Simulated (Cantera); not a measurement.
Input: 1 mol Al(CH3)3, 0.24 mol H2O, 1 mol N2, 0.78 mol N2O, held at 1873 K and 1000 Pa.

Method: chemical equilibrium by Gibbs-energy minimisation in Cantera with the NASA 1993 tables (ideal gas, pure condensed phases). Candidate condensed phases: Al, AlN, Al2O3, C, C6H6, C7H8, C8H18, H2O; 148 gas species. The feed counts by its element totals alone. Rates play no part.

Base state: H2 0.663, N2 0.181, CO 0.144, H 0.00526, Al 0.00367, HCN 0.00299, C2H2 (acetylene) 0.000207, HNC 0.000133 (mole fractions); condensed: AlN(s) + C(graphite).

Task: What changes in the equilibrium state with this change: temperature from 1873 K to 1623 K?

Result: 
```csv
species,before,after
H2,0.663,0.672
N2,0.181,0.181
CO,0.144,0.145
H,0.00526,0.000567
Al,0.00367,6.94e-6
Al2O,4.45e-5,1.42e-7
AlH,0.000113,4.40e-7
C2H2 (acetylene),0.000207,2.34e-5
HNC,0.000133,2.01e-5
HCN,0.00299,0.000822
"AlN(s), mol",0.972,1.000
"C(graphite), mol",1.96,1.97
```

Task: What changes in the equilibrium state with this change: pressure from 1000 Pa to 460 Pa?

Result: 
| species | before | after |
|---|---|---|
| H2 | 0.663 | 0.653 |
| N2 | 0.181 | 0.182 |
| CO | 0.144 | 0.142 |
| Al | 0.00367 | 0.0117 |
| H | 0.00526 | 0.00769 |
| AlH | 0.000113 | 0.000242 |
| Al2O | 4.45e-5 | 9.45e-5 |
| C2H2 (acetylene) | 0.000207 | 0.000204 |
| HNC | 0.000133 | 0.000132 |
| AlN(s), mol | 0.972 | 0.913 |
| C(graphite), mol | 1.96 | 1.96 |
